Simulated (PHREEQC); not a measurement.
Solution (25 °C): 0.035 mol/kgw CuSO4, 0.0016 mol/kgw MgSO4, 0.042 mol/kgw HCl and 0.0035 mol/kgw NaCl. Closed to the air; pH follows from the charge balance.

Computed with PHREEQC (ion-association model, phreeqc.dat).

```json
[
 {"quantity": "pH", "before": "1.64", "after": "1.89"},
 {"quantity": "ionic strength (mol/kgw)", "before": "0.125", "after": "0.0666"},
 {"quantity": "HSO4- (mol/kgw)", "before": "0.0137", "after": "0.00556"},
 {"quantity": "SO4-2 (mol/kgw)", "before": "0.0136", "after": "0.00835"},
 {"quantity": "MgSO4 (mol/kgw)", "before": "0.000466", "after": "0.000216"},
 {"quantity": "SI of Halite (NaCl)", "before": "-5.63", "after": "-6.18"}
]
```

**Question.** Name the change that produced these shifts.
A. temperature from 25 to 80 °C
B. MgSO4 from 0.0016 to 0.008 mol/kgw
C. CuSO4 replaced by KHSO4 at the same molality
D. diluted 2-fold with water
E. NaCl replaced by NaBr at the same molality

**Answer.** D, diluted 2-fold with water

No solid was allowed to form.
